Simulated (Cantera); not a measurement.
An isothermal, constant-pressure homogeneous reactor starts with CH4 : N2 = 1 : 5.7 (molar parts), at 1600 K and 1.00 atm. Integrator tolerance rtol = 1e-08.

Computed with Cantera and GRI-Mech 3.0 (53 species, 325 reactions). GRI-Mech 3.0 stops at C3 and has no aromatics, soot or wall deposition, so with more carbon than oxygen in the feed, carbon stays in small species such as C2H2 where larger ones or solid carbon would form.

What does this change do: CH4 1 to 2 parts?


| quantity | before | after |
|---|---|---|
| x(CH4) at 3.00 s | 0.00639 (gas-phase equilibrium 0.00415) | 0.0150 (gas-phase equilibrium 0.0114) |
| x(CH3) at 3.00 s | 1.64e-5 (gas-phase equilibrium 1.05e-5) | 3.07e-5 (gas-phase equilibrium 2.31e-5) |
| x(C2H2) at 3.00 s | 0.0610 (gas-phase equilibrium 0.0261) | 0.0944 (gas-phase equilibrium 0.0517) |
| x(H) at 3.00 s | 2.34e-5 (gas-phase equilibrium 2.36e-5) | 2.92e-5 (gas-phase equilibrium 2.95e-5) |
| x(C2H4) at 3.00 s | 0.00126 (gas-phase equilibrium 0.000552) | 0.00305 (gas-phase equilibrium 0.00171) |
| x(C2H6) at 3.00 s | 1.05e-6 (gas-phase equilibrium 4.47e-7) | 3.80e-6 (gas-phase equilibrium 2.15e-6) |
| x(H2) at 3.00 s | 0.185 (gas-phase equilibrium 0.189) | 0.289 (gas-phase equilibrium 0.295) |
